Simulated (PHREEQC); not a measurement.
Make-up at 61 °C: 0.095 mol NH4F per kg of water. Closed to the air; pH follows from the charge balance.

Computed with PHREEQC (ion-association model, wateq4f.dat).

Each row changes one thing in this solution. No solid was allowed to form.

```json
[
 {"case": "as made", "pH": "5.94", "NH3 (mol/kgw)": "0.000344", "HF (mol/kgw)": "0.000241", "HF2- (mol/kgw)": "0.000102", "H2F2 (mol/kgw)": "3.87e-8"},
 {"case": "temperature from 61 to 35 °C", "pH": "6.17", "NH3 (mol/kgw)": "0.000122", "HF (mol/kgw)": "8.70e-5", "HF2- (mol/kgw)": "3.45e-5", "H2F2 (mol/kgw)": "1.40e-8"},
 {"case": "temperature from 61 to 45 °C", "pH": "6.07", "NH3 (mol/kgw)": "0.000185", "HF (mol/kgw)": "0.000130", "HF2- (mol/kgw)": "5.39e-5", "H2F2 (mol/kgw)": "2.14e-8"},
 {"case": "NH4F from 0.095 to 0.143 mol/kgw", "pH": "5.96", "NH3 (mol/kgw)": "0.000533", "HF (mol/kgw)": "0.000323", "HF2- (mol/kgw)": "0.000209", "H2F2 (mol/kgw)": "7.04e-8"},
 {"case": "temperature from 61 to 85 °C", "pH": "5.77", "NH3 (mol/kgw)": "0.000800", "HF (mol/kgw)": "0.000568", "HF2- (mol/kgw)": "0.000230", "H2F2 (mol/kgw)": "7.92e-8"},
 {"case": "diluted 10-fold with water", "pH": "5.89", "NH3 (mol/kgw)": "3.56e-5", "HF (mol/kgw)": "3.29e-5", "HF2- (mol/kgw)": "1.37e-6", "H2F2 (mol/kgw)": "7.10e-10"},
 {"case": "NH4F from 0.095 to 0.475 mol/kgw", "pH": "6.07", "NH3 (mol/kgw)": "0.00219", "HF (mol/kgw)": "0.000660", "HF2- (mol/kgw)": "0.00153", "H2F2 (mol/kgw)": "3.18e-7"}
]
```

Constants without temperature data keep their 25 °C values here.
